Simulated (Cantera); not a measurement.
**Pyrogenic steam for wet oxidation**

A perfectly stirred reactor is fed with 5.66 % H2, 4.72 % O2, 89.6 % N2, equivalence ratio 0.60, at 100.0 Torr; it is held at 1025 K, and followed from long to short residence time.

Cantera simulation using GRI-Mech 3.0 (53 species, 325 reactions); the numbers are that mechanism's predictions, not measurements. Radical loss at walls, strong at low pressure, is not modelled. The temperature is held fixed by assumption; the heat of reaction is taken as removed at once.

```csv
τ (s),x H2,x O2,x N2O,x NO,x HO2,x OH,x O
3.5,0.000188,0.0195,5.95e-8,5.10e-8,1.41e-6,5.68e-5,3.13e-5
1.7,0.000297,0.0195,4.88e-8,7.19e-8,1.66e-6,7.34e-5,5.04e-5
0.84,0.000459,0.0196,3.97e-8,1.06e-7,1.87e-6,9.47e-5,7.96e-5
0.41,0.000709,0.0197,3.17e-8,1.59e-7,2.05e-6,0.000123,0.000125
0.20,0.00109,0.0199,2.51e-8,2.38e-7,2.21e-6,0.000160,0.000195
0.097,0.00166,0.0202,1.97e-8,3.50e-7,2.34e-6,0.000209,0.000301
0.047,0.00251,0.0207,1.55e-8,4.94e-7,2.46e-6,0.000271,0.000457
0.023,0.00375,0.0214,1.22e-8,6.54e-7,2.58e-6,0.000347,0.000675
0.011,0.00561,0.0226,9.55e-9,7.97e-7,2.72e-6,0.000437,0.000978
0.0055,0.00812,0.0242,7.58e-9,8.48e-7,2.86e-6,0.000529,0.00133
```
x: mole fraction; the columns are a selection and need not sum to one.
